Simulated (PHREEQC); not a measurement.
Polishing slurry liquid (model solution)

Consider water at 25 °C with 0.0032 mol HNO3 and 0.00029 mol Fe(NO3)3 per kg of water. Closed to the air; pH follows from the charge balance.

All values are PHREEQC results (ion-association model, phreeqc.dat), not measurements.

Precipitation was switched off in this run.

Problem. Predict the pH, ionic strength.

Solution. pH 2.50; ionic strength 0.00457 mol/kgw.

Problem. In which forms is Fe present?

Solution. FeOH+2 56 %, Fe+3 38 %, Fe(OH)2+ 4.7 %, Fe2(OH)2+4 0.9 % of the Fe.

The solution is supersaturated, for example in Hematite (slow to form), Goethite (slow to form), so a real one may precipitate; this is no full list.
